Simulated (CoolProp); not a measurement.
Carbonyl sulfide along the isobar 5760 kPa: density (kg/m³) from the reference equation and from simpler models built on Tc = 105.6 °C, pc = 6369 kPa, ω = 0.098; each cubic takes its own stable root.

The numbers come from the reference Helmholtz-energy equation of state, Lemmon 2006 in CoolProp. It is a short technical equation, of lower accuracy than the large ones.

```tsv
T (°C)	phase	reference	Redlich-Kwong	Peng-Robinson
-90.25	liquid	1263	1201	1348
-49.45	liquid	1181	1122	1268
-8.55	liquid	1092	1026	1168
32.35	liquid	987.2	905.6	1037
73.25	liquid	842.9	736.2	842.3
114.15	gas	177.2	175.5	182.9
155.05	gas	127.8	128.5	131.4
195.95	gas	106.2	107.1	108.6
```
